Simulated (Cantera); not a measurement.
What does this Cantera script print?

```python
import numpy as np
import cantera as ct

gas_names = [...]  # 110 gases of nasa_gas.yaml made of C, H, O
cond_names = """
    C(gr) C6H6(L) C7H8(L) C8H18(L),n-octa H2O(s) H2O(L)
""".split()


# ... load() reads the species with a 1 bar reference pressure and builds the phases ...
atoms = {
    'C3H6': {'C': 3, 'H': 6},
    'CO2': {'C': 1, 'O': 2},
    'H2': {'H': 2},
}
top_T = {'C(gr)': 4500}  # K; cautious upper limits of use, not melting points


# ... equilibrate(T, P, feed) seeds the gas with the atoms and calls Mixture.equilibrate('TP', solver="vcs", rtol=1e-11, max_steps=5000) ...
results = []
feed = {'C3H6': 1, 'CO2': 0.93, 'H2': 1.3}  # mol
P = 1000  # Pa
for T in [948, 1048, 1148, 1248, 1348, 1448, 1548, 1648, 1748, 1848, 1948, 2048]:
    mix = equilibrate(T, P, feed)
    results.append((T, P, feed, dict(zip(mix.species_names, mix.species_moles))))

top = {s: max(r[3][s] / sum(r[3][g] for g in gas_names) for r in results) for s in gas_names}
cols = sorted((s for s in top if top[s] > 1e-05), key=lambda s: -top[s])[:7]
seen = [c for c in cond_names if any(r[3].get(c, 0) > 1e-12 for r in results)]
print("log10 of partial pressures in bar; condensed amounts in mol")
print(f"{'T/K':>10s}" + "".join(f"{s[:9]:>10s}" for s in cols + seen))
for T, P, feed, n in results:
    ng = sum(n[g] for g in gas_names)
    print(f"{T:10.4g}" + "".join(f"{np.log10(max(n[s] / ng * P / 1e5, 1e-99)):10.3f}" for s in cols)
          + "".join(f"{n.get(c, 0):10.4g}" for c in seen))
```

Result:

```
log10 of partial pressures in bar; condensed amounts in mol
       T/K        H2        CO         H       H2O       CO2       CH4 C2H2,acet     C(gr)
       948    -2.156    -2.526   -10.359    -4.696    -4.808    -5.078   -11.744     2.087
      1048    -2.156    -2.521    -9.190    -5.405    -5.696    -5.546   -10.561     2.072
      1148    -2.156    -2.520    -8.223    -5.995    -6.431    -5.936    -9.586      2.07
      1248    -2.156    -2.520    -7.409    -6.489    -7.046    -6.265    -8.770      2.07
      1348    -2.156    -2.520    -6.714    -6.910    -7.566    -6.546    -8.076      2.07
      1448    -2.156    -2.520    -6.113    -7.272    -8.011    -6.789    -7.479      2.07
      1548    -2.156    -2.520    -5.590    -7.587    -8.396    -7.000    -6.961      2.07
      1648    -2.157    -2.520    -5.129    -7.863    -8.733    -7.186    -6.506      2.07
      1748    -2.157    -2.520    -4.720    -8.107    -9.028    -7.351    -6.104     2.069
      1848    -2.159    -2.521    -4.355    -8.325    -9.291    -7.498    -5.748     2.068
      1948    -2.161    -2.522    -4.028    -8.522    -9.525    -7.633    -5.430     2.065
      2048    -2.166    -2.524    -3.733    -8.703    -9.738    -7.759    -5.146     2.061
```

Cantera equilibrium calculation (NASA polynomials, part measured and part estimated; ideal gas, pure solids and liquids).
